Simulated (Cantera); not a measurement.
Standard-state values (1 bar) from the NASA 1993 polynomials, evaluated with Cantera. Values are per mole of reaction as written; species without (g) are pure solids or liquids, kept so even where they would boil at 1 bar.

Cr + 3 N₂O(g) = CrO₃(g) + 6 N(g)

| T (K) | ΔH° (kJ) | ΔS° (J/K) | ΔG° (kJ) | log10 K |
|---|---|---|---|---|
| 923 | 2313.5 | 533.1 | 1821.5 | -103.08 |
| 973 | 2313.9 | 533.5 | 1794.8 | -96.35 |
| 1023 | (withheld) | (withheld) | (withheld) | (withheld) |
| 1073 | 2314.4 | 534.0 | 1741.4 | -84.77 |
| 1123 | (withheld) | (withheld) | (withheld) | (withheld) |
| 1173 | 2314.6 | 534.2 | 1688.0 | -75.17 |
| 1223 | (withheld) | (withheld) | (withheld) | (withheld) |
| 1273 | (withheld) | (withheld) | (withheld) | (withheld) |
| 1323 | 2314.1 | 533.8 | 1607.9 | -63.48 |

Complete the blanks.


- 1023, ΔH° (kJ): 2314.2
- 1023, ΔS° (J/K): 533.8
- 1023, ΔG° (kJ): 1768.1
- 1023, log10 K: -90.28
- 1123, ΔH° (kJ): 2314.5
- 1123, ΔS° (J/K): 534.1
- 1123, ΔG° (kJ): 1714.7
- 1123, log10 K: -79.76
- 1223, ΔH° (kJ): 2314.5
- 1223, ΔS° (J/K): 534.1
- 1223, ΔG° (kJ): 1661.3
- 1223, log10 K: -70.95
- 1273, ΔH° (kJ): 2314.3
- 1273, ΔS° (J/K): 534.0
- 1273, ΔG° (kJ): 1634.6
- 1273, log10 K: -67.07
